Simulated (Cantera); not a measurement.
Input: 1 mol Si, 0.026 mol O2, 1.6 mol H2, held at 1.00 bar.

These are equilibrium values from Cantera (NASA tables, ideal gas, pure condensed phases), not measurements of a reactor. Candidate condensed phases: H2O, Si, SiO2; 18 gas species. Each liquid is taken as pure. Mutual solubility and eutectic melting of coexisting phases are not modelled. The tables hold silica as quartz up to 1696 K and as liquid above; real silica turns to tridymite and cristobalite and melts near 1996 K. Gases not in the tables: Si2H6 and higher silanes. Equilibrium is a limit: real reactors are often held back by kinetics, nucleation or transport.

Task: What share of the Si ends up in condensed phases as a function of T (°C), at 677, 877, 1077, 1277, 1477, 1677, 1877?

Result: 
```
T (°C)  Si condensed (%)                       as
------  ----------------  -----------------------
677                100.0   Si(s) + SiO2(β-quartz)
877                100.0   Si(s) + SiO2(β-quartz)
1077               100.0   Si(s) + SiO2(β-quartz)
1277                99.8   Si(s) + SiO2(β-quartz)
1477                96.2  Si(l) + SiO2(condensed)
1677                94.8                    Si(l)
1877                94.7                    Si(l)
```
